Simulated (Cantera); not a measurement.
Mixture: CH₃OH : O₂ : N₂ : H₂O = 1 : 3.57 : 13.4 : 0.36 (molar parts), equivalence ratio 0.42, at 1.00 bar, adiabatic and at constant volume. Ignition delay is the time to a rise of 400 K.

Computed with Cantera and GRI-Mech 3.0 (53 species, 325 reactions). GRI-Mech 3.0 was tuned for natural gas; its chemistry of methanol as a main component is partial and can be far from experiment.

Task: What does this change do: H2O 0.36 to 0.61 parts?

Result: 
| quantity | before | after |
|---|---|---|
| delay at 1200 K | 10.6 ms | 10.2 ms |
| delay at 1275 K | 3.35 ms | 3.23 ms |
| delay at 1350 K | 1.24 ms | 1.20 ms |
| delay at 1425 K | 0.531 ms | 0.508 ms |
| delay at 1500 K | 0.254 ms | 0.243 ms |
| delay at 1575 K | 0.134 ms | 0.127 ms |
| apparent activation energy between 1425 and 1575 K | 170 kJ/mol | 170 kJ/mol |
